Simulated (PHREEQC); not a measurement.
Consider water at 55 °C with 0.021 mol/kgw NaOH, 0.0012 mol/kgw H3BO3 and 6.1e-05 mol/kgw (CH3)4NCl. Closed to the air; pH follows from the charge balance.

Equilibrium calculation in PHREEQC: ion-association model, wateq4f.dat.

This is a speciation only: nothing precipitates in the calculation.

Estimate the pH.

pH 11.38.

Species that the database lacks are ignored. (CH3)4N+ isn't in the database: it is added as a free cation with an ion size of 4 Å. Away from 25 °C the constants follow the database's enthalpies or fits; those with neither stay at their 25 °C values.
